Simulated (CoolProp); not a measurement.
n-heptane along the isobar 930 kPa: Z from the reference equation and from simpler models built on Tc = 268.1 °C, pc = 2774 kPa, ω = 0.349; each cubic takes its own stable root.

Model: reference Helmholtz-energy equation of state, Span 2003, in CoolProp. It is a short technical equation, of lower accuracy than the large ones.

| T (°C) | phase | reference |
|---|---|---|
| -49.75 | liquid | 0.06760 |
| -23.15 | liquid | 0.06224 |
| 3.35 | liquid | 0.05804 |
| 29.85 | liquid | 0.05469 |
| 56.45 | liquid | 0.05203 |
| 82.95 | liquid | 0.04996 |
| 109.45 | liquid | 0.04841 |
| 135.95 | liquid | 0.04738 |
| 162.55 | liquid | 0.04693 |
| 189.05 | liquid | 0.04727 |
| 215.55 | gas | 0.7942 |

### Question
How far does each simpler model (van der Waals, Redlich-Kwong) lie from the reference over these 11 states: mean and median of the absolute difference, and the worst?

### Answer
- van der Waals: mean 348.8 %, median 72.4 %, worst +1653.8 % at 189.05 °C and 930 kPa
- Redlich-Kwong: mean 157.2 %, median 17.4 %, worst +1562.6 % at 189.05 °C and 930 kPa

At some of these states van der Waals, Redlich-Kwong gives the other phase, because its saturation line lies elsewhere.
